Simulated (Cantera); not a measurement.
# Hydrocarbon pyrolysis for carbon deposition

An isothermal, constant-pressure homogeneous reactor starts with C3H8 : H2 = 0.16 : 3.9 (molar parts), at 1675 K and 57.0 Torr.

Computed with Cantera and GRI-Mech 3.0 (53 species, 325 reactions). GRI-Mech 3.0 was tuned for natural gas; its chemistry of propane as a main component is partial and can be far from experiment. GRI-Mech 3.0 stops at C3 and has no aromatics, soot or wall deposition, so with more carbon than oxygen in the feed, carbon stays in small species such as C2H2 where larger ones or solid carbon would form.

```json
[
 {"t (s)": "0.000200", "x C3H8": "2.20e-6", "x H2": "0.919", "x CH3": "0.00237", "x H": "0.00249", "x C2H2": "0.0150"},
 {"t (s)": "0.000485", "x C3H8": "2.19e-8", "x H2": "0.921", "x CH3": "0.00121", "x H": "0.00128", "x C2H2": "0.0222"},
 {"t (s)": "0.00118", "x C3H8": "6.06e-9", "x H2": "0.922", "x CH3": "0.000671", "x H": "0.000714", "x C2H2": "0.0275"},
 {"t (s)": "0.00285", "x C3H8": "1.87e-9", "x H2": "0.923", "x CH3": "0.000424", "x H": "0.000454", "x C2H2": "0.0312"},
 {"t (s)": "0.00691", "x C3H8": "8.84e-10", "x H2": "0.923", "x CH3": "0.000335", "x H": "0.000362", "x C2H2": "0.0332"},
 {"t (s)": "0.0168", "x C3H8": "7.54e-10", "x H2": "0.924", "x CH3": "0.000323", "x H": "0.000355", "x C2H2": "0.0339"},
 {"t (s)": "0.0406", "x C3H8": "6.76e-10", "x H2": "0.925", "x CH3": "0.000312", "x H": "0.000358", "x C2H2": "0.0347"},
 {"t (s)": "0.0985", "x C3H8": "5.20e-10", "x H2": "0.927", "x CH3": "0.000285", "x H": "0.000363", "x C2H2": "0.0364"},
 {"t (s)": "0.239", "x C3H8": "2.97e-10", "x H2": "0.930", "x CH3": "0.000236", "x H": "0.000371", "x C2H2": "0.0394"},
 {"t (s)": "0.579", "x C3H8": "1.05e-10", "x H2": "0.936", "x CH3": "0.000165", "x H": "0.000384", "x C2H2": "0.0437"},
 {"t (s)": "1.40", "x C3H8": "2.35e-11", "x H2": "0.941", "x CH3": "9.46e-5", "x H": "0.000398", "x C2H2": "0.0477"},
 {"t (s)": "3.40", "x C3H8": "5.35e-12", "x H2": "0.944", "x CH3": "4.77e-5", "x H": "0.000407", "x C2H2": "0.0502"},
 {"t (s)": "8.25", "x C3H8": "2.19e-12", "x H2": "0.945", "x CH3": "2.69e-5", "x H": "0.000411", "x C2H2": "0.0513"},
 {"t (s)": "20.0", "x C3H8": "1.71e-12", "x H2": "0.945", "x CH3": "2.22e-5", "x H": "0.000412", "x C2H2": "0.0515"}
]
```
x: mole fraction; the columns are a selection and need not sum to one.

Equilibrium at this temperature and pressure: C3H8 1.69e-12, H2 0.945, CH3 2.20e-5, H 0.000412, C2H2 0.0515 (gas phase only).
